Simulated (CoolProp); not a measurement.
Vapour-liquid equilibrium of neopentane (1) + n-pentane (2) at 1.43 MPa; x and y are mole fractions of (1).

The numbers come from the multi-fluid Helmholtz-energy mixture model, Lemmon 2006 and Thol 2019; pair parameters Bell 2016 in CoolProp.

### Question
Give the bubble temperature and the first vapour's composition at x = 0.35, 0.55, 0.65. Is there an azeotrope?

### Answer
x = 0.35: 405.1 K, y = 0.438; x = 0.55: 398.7 K, y = 0.640; x = 0.65: 395.7 K, y = 0.730. No azeotrope shows between x = 0.05 and 0.95.

Pair parameters are fitted to limited data, so mixtures are less certain than the pure fluids.
